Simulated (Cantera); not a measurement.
A closed system holds: 1 mol C₂H₆, 4.8 mol CO₂, 26 mol H₂, equilibrated at 402 °C.

These are equilibrium values from Cantera (NASA tables, ideal gas, pure condensed phases), not measurements of a reactor. Candidate condensed phases: C, C₆H₆, C₇H₈, C₈H₁₈, H₂O; 110 gas species. The ideal-gas law is rough above about 30 bar. Equilibrium is a limit: real reactors are often held back by kinetics, nucleation or transport.

Question: Which condensed phases are stable at each of these points (P (Pa)): 10, 56, 320, 1800, 10000, 56000, 320000, 1800000, 10000000?

Answer: 
| P (Pa) | condensed phases | C condensed (%) |
|---|---|---|
| 10 | gas only | 0.0 |
| 56 | C(graphite) | 12.8 |
| 320 | C(graphite) | 31.8 |
| 1800 | C(graphite) | 23.7 |
| 10000 | gas only | 0.0 |
| 56000 | gas only | 0.0 |
| 320000 | gas only | 0.0 |
| 1800000 | gas only | 0.0 |
| 10000000 | gas only | 0.0 |

At 0.0750 Torr nothing is condensed. From 0.420 Torr to 13.5 Torr the condensed part is C(graphite). From 75.0 Torr to 75000 Torr nothing is condensed.
